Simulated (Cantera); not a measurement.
What does this Cantera script print?

```python
import numpy as np
import cantera as ct

gas = ct.Solution("SiF4_NH3_mec.yaml", "gas")
gas.TPX = 1950, 2666, {'NH3': 1, 'N2': 4.8, 'H2': 0.11}
inlet = ct.Reservoir(gas, clone=True)

reactor = ct.IdealGasConstPressureReactor(gas, energy="off", clone=False)
exhaust = ct.Reservoir(gas, clone=True)
tau = [5.1, 2, 0.82, 0.33, 0.13, 0.052, 0.021, 0.0082, 0.0033][0]
for a, b in ((inlet, reactor), (reactor, exhaust)):
    ct.MassFlowController(a, b, mdot=lambda t: reactor.mass / tau)
net = ct.ReactorNet([reactor])
show = ['NH3', 'N2', 'H2', 'N2H4', 'NH2', 'NH']

rows = []
print(f"{'tau/s':>10s}{'T/K':>9s}" + "".join(f"{s:>11s}" for s in show))
for tau in [5.1, 2, 0.82, 0.33, 0.13, 0.052, 0.021, 0.0082, 0.0033]:
    net.initial_time = 0.0
    net.advance(30 * tau)
    before = gas.X
    net.advance(40 * tau)
    drift = np.max(np.abs(gas.X - before) / (gas.X + 1e-9))
    rows.append([gas.T, *gas[show].X, drift])
    print(f"{tau:10.3e}{gas.T:9.1f}" + "".join(f"{x:11.3e}" for x in gas[show].X))
```

Output:

```
     tau/s      T/K        NH3         N2         H2       N2H4        NH2         NH
 5.100e+00   1950.0  3.461e-02  7.761e-01  1.889e-01  3.603e-10  1.387e-04  6.691e-06
 2.000e+00   1950.0  6.297e-02  7.837e-01  1.529e-01  8.823e-10  2.171e-04  8.593e-06
 8.200e-01   1950.0  9.677e-02  7.928e-01  1.100e-01  1.726e-09  3.036e-04  1.009e-05
 3.300e-01   1950.0  1.285e-01  8.012e-01  6.982e-02  2.809e-09  3.873e-04  1.077e-05
 1.300e-01   1950.0  1.502e-01  8.070e-01  4.226e-02  3.833e-09  4.524e-04  1.041e-05
 5.200e-02   1950.0  1.614e-01  8.100e-01  2.809e-02  4.325e-09  4.805e-04  9.291e-06
 2.100e-02   1950.0  1.664e-01  8.114e-01  2.179e-02  3.824e-09  4.519e-04  7.501e-06
 8.200e-03   1950.0  1.684e-01  8.119e-01  1.932e-02  2.067e-09  3.322e-04  4.436e-06
 3.300e-03   1950.0  1.690e-01  8.121e-01  1.874e-02  5.199e-10  1.667e-04  1.399e-06
```

Model: the gas-phase N/H chemistry of the illustrative SiF4/NH3 mechanism in the Surface Chemkin manual (1991), integrated in Cantera. Walls and surfaces, which speed up NH3 decomposition in real reactors, are not modelled.
